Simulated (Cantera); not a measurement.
An isothermal, constant-pressure homogeneous reactor starts with NH₃ : N₂ = 1 : 5.8 (molar parts), at 1373 K and 1330 Pa. Integrator tolerance rtol = 1e-08.

Computed with Cantera and the gas-phase N/H chemistry of the illustrative SiF4/NH3 mechanism in the Surface Chemkin manual (1991). Walls and surfaces, which speed up NH3 decomposition in real reactors, are not modelled.

Task: What does this change do: temperature 1373 to 1700 K?

Result: 
```json
[
 {"quantity": "x(NH₃) at 3.00 s", "before": "0.147 (gas-phase equilibrium 9.34e-8)", "after": "0.127 (gas-phase equilibrium 3.63e-8)"},
 {"quantity": "x(NH) at 3.00 s", "before": "7.27e-9 (gas-phase equilibrium <1e-12)", "after": "2.25e-6 (gas-phase equilibrium 4.66e-11)"},
 {"quantity": "x(H) at 3.00 s", "before": "8.17e-10 (gas-phase equilibrium 1.27e-5)", "after": "1.20e-5 (gas-phase equilibrium 0.000563)"},
 {"quantity": "x(N₂H₂) at 3.00 s", "before": "1.68e-8 (gas-phase equilibrium <1e-12)", "after": "7.18e-7 (gas-phase equilibrium <1e-12)"},
 {"quantity": "x(N₂H₄) at 3.00 s", "before": "3.52e-10 (gas-phase equilibrium <1e-12)", "after": "2.19e-9 (gas-phase equilibrium <1e-12)"},
 {"quantity": "x(NH₂) at 3.00 s", "before": "5.48e-6 (gas-phase equilibrium 1.21e-11)", "after": "0.000140 (gas-phase equilibrium 2.70e-10)"},
 {"quantity": "x(H₂) at 3.00 s", "before": "8.86e-6 (gas-phase equilibrium 0.192)", "after": "0.0267 (gas-phase equilibrium 0.192)"}
]
```
